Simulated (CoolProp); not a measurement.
n-perfluorohexane along the isotherm 316.8 K: fugacity coefficient from the reference equation and from simpler models built on Tc = 448.0 K, pc = 17.42 bar, ω = 0.497; each cubic takes its own stable root.

Model: reference Helmholtz-energy equation of state, Gao 2022, in CoolProp.

| p (bar) | phase | reference | van der Waals | Redlich-Kwong | Soave-Redlich-Kwong | Peng-Robinson |
|---|---|---|---|---|---|---|
| 14.5 | liquid | 0.04620 | 0.2537 | 0.1187 | 0.04710 | 0.04664 |
| 29 | liquid | 0.02589 | 0.1548 | 0.06825 | 0.02684 | 0.02619 |
| 43.5 | liquid | 0.01934 | 0.1254 | 0.05220 | 0.02036 | 0.01958 |
| 58.1 | liquid | 0.01622 | 0.1138 | 0.04480 | 0.01735 | 0.01645 |
| 72.6 | liquid | 0.01453 | 0.1100 | 0.04100 | 0.01578 | 0.01474 |
| 87.1 | liquid | 0.01355 | 0.1104 | 0.03901 | 0.01493 | 0.01376 |
| 102 | liquid | 0.01297 | 0.1139 | 0.03813 | 0.01451 | 0.01318 |
| 116 | liquid | 0.01270 | 0.1193 | 0.03802 | 0.01439 | 0.01291 |
| 131 | liquid | 0.01261 | 0.1274 | 0.03847 | 0.01450 | 0.01282 |
| 145 | liquid | 0.01268 | 0.1368 | 0.03934 | 0.01476 | 0.01289 |
| 160 | liquid | 0.01288 | 0.1490 | 0.04067 | 0.01520 | 0.01309 |
| 174 | liquid | 0.01317 | 0.1624 | 0.04226 | 0.01573 | 0.01338 |
